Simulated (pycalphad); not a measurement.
Source of the numbers: pycalphad with the COST 507 light-alloy database (1999); pressure 1 atm. The database dates from 1999; later assessments differ in places, in temperatures and in the compounds included. Phase fractions are per mole of atoms.

Problem. Give the equilibrium state of Al-2.628Si-6.841Fe (wt.%) at 1000 K.

Solution. 
```
T = 1000.00 K, P = 101325 Pa, N = 1 mol of atoms
G = -46569 J/mol, H = 27420 J/mol, S = 73.99 J/(mol K)  (SER reference)
chemical potentials (J/mol): Al -43096, Si -52400, Fe -137246
phase             fraction      x(Al)      x(Si)      x(Fe)
LIQUID              0.9349     0.9521     0.0278     0.0201
AL13FE4             0.0651     0.7587     0.0033     0.2380
```

Problem. Give the equilibrium state of Al-2.628Si-6.841Fe (wt.%) at 800 K.

Solution. 
```
T = 800.00 K, P = 101325 Pa, N = 1 mol of atoms
G = -33784 J/mol, H = 9696 J/mol, S = 54.35 J/(mol K)  (SER reference)
chemical potentials (J/mol): Al -30193, Si -29459, Fe -135430
phase             fraction      x(Al)      x(Si)      x(Fe)
FCC_A1              0.7982     0.9970     0.0030   3.75e-05
ALFESI_BETA         0.1018     0.7000     0.1500     0.1500
ALFESI_ALPHA        0.1000     0.7243     0.0857     0.1900
```

Database names, with the compositions (at.%) that they take in these runs: AL13FE4: Al 76 Fe 24; ALFESI_ALPHA: Al 71-73 Fe 19 Si 8-10; ALFESI_BETA: Al 70 Si 15 Fe 15. FCC_A1 is fcc.
